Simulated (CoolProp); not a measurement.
Vapour pressure (MPa) of n-decane: the reference equation beside estimates from Tc = 617.7 K, pc = 2.101 MPa, ω = 0.488. Clausius-Clapeyron is anchored at 410.7 K with a constant enthalpy of vaporisation of 42.51 kJ/mol.

Model: reference Helmholtz-energy equation of state, Lemmon 2006, in CoolProp. It is a short technical equation, of lower accuracy than the large ones.

| T (K) | reference | Lee-Kesler | Clausius-Clapeyron | van der Waals | Soave-Redlich-Kwong | Peng-Robinson |
|---|---|---|---|---|---|---|
| 372.8 | 0.009437 | 0.009224 | 0.01018 | 0.1888 | 0.009265 | 0.009708 |
| 380.4 | 0.01269 | 0.01244 | 0.01339 | 0.2118 | 0.01248 | 0.01299 |
| 388 | 0.01681 | 0.01653 | 0.01742 | 0.2366 | 0.01657 | 0.01714 |
| 395.6 | 0.02197 | 0.02168 | 0.02244 | 0.2634 | 0.02171 | 0.02234 |
| 403.2 | 0.02837 | 0.02808 | 0.02863 | 0.2920 | 0.02809 | 0.02876 |
| 410.7 | 0.03608 | 0.03581 | 0.03608 | 0.3223 | 0.03581 | 0.03650 |
| 418.3 | 0.04555 | 0.04532 | 0.04524 | 0.3550 | 0.04530 | 0.04598 |
| 425.9 | 0.05691 | 0.05676 | 0.05627 | 0.3898 | 0.05673 | 0.05736 |
| 433.5 | 0.07043 | 0.07039 | 0.06946 | 0.4268 | 0.07036 | 0.07089 |
| 441 | 0.08616 | 0.08627 | 0.08488 | 0.4655 | 0.08625 | 0.08664 |
| 448.6 | 0.1048 | 0.1051 | 0.1033 | 0.5069 | 0.1051 | 0.1053 |

Absolute difference from the reference over all 11 rows, mean and median: Lee-Kesler 0.9 and 0.7 %, Clausius-Clapeyron 2.4 and 1.4 %, van der Waals 926.6 and 793.3 %, Soave-Redlich-Kwong 0.8 and 0.7 %, Peng-Robinson 1.3 and 1.2 %.
